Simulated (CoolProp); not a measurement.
Vapour-liquid equilibrium of ethanol (1) + benzene (2) at 167.25 °C; x and y are mole fractions of (1).

Computed with CoolProp (multi-fluid Helmholtz-energy mixture model, Schroeder 2014 and Thol 2012; pair parameters Bell 2016).

| x | bubble pressure (MPa) | y at the bubble point | dew pressure at overall composition x (MPa) | liquid density (mol/L) |
|---|---|---|---|---|
| 0.05 | 0.9717 | 0.175 | 0.8554 | 9.118 |
| 0.2 | 1.266 | 0.413 | 0.9982 | 9.402 |
| 0.35 | 1.410 | 0.519 | 1.180 | 9.796 |
| 0.5 | 1.489 | 0.597 | 1.386 | 10.34 |
| 0.65 | 1.531 | 0.681 | 1.520 | 11.05 |
| 0.8 | 1.539 | 0.792 | 1.538 | 11.96 |
| 0.95 | 1.508 | 0.942 | 1.506 | 13.07 |

y crosses x between x = 0.65 and 0.8: the model has an azeotrope there.

Pair parameters are fitted to limited data, so mixtures are less certain than the pure fluids.
